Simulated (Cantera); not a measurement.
Predominance diagram of Na at 950 K against the partial pressures of O2 and S2 (log10, bar). Source: NASA polynomial tables (part measured, part estimated), evaluated in Cantera. Candidates: Na(l), Na2O(s), Na2S(s), Na2SO4(s). Only these pure phases compete in this equilibrium. Not in the tables: pyrosulfates.

```
log p(S2) \ log p(O2)
        columns: -26, -24.8, -23.7, -22.5, -21.3, -20.1, -19, -17.8, -16.6, -15.4, -14.3, -13.1, -11.9, -10.7, -9.6, -8.4, -7.2, -6, -4.9, -3.7, -2.5, -1.3, -0.2, 1
      0  A A A A A A B B B B C C C C C C C C C C C C C C
   -1.3  A A A A A A B B B B C C C C C C C C C C C C C C
   -2.6  A A A A A A B B B B B C C C C C C C C C C C C C
   -3.9  A A A A A A B B B B B C C C C C C C C C C C C C
   -5.2  A A A A A A B B B B B B C C C C C C C C C C C C
   -6.5  A A A A A A B B B B B B B C C C C C C C C C C C
   -7.8  A A A A A A B B B B B B B C C C C C C C C C C C
   -9.1  A A A A A A B B B B B B B B C C C C C C C C C C
  -10.4  A A A A A A B B B B B B B B C C C C C C C C C C
  -11.7  A A A A A A B B B B B B B B B C C C C C C C C C
    -13  A A A A A A B B B B B B B B B C C C C C C C C C
```

A: Na2S(s); B: Na2SO4(s); C: out of reach (another gas would pass 10 bar, or a non-metal would condense).
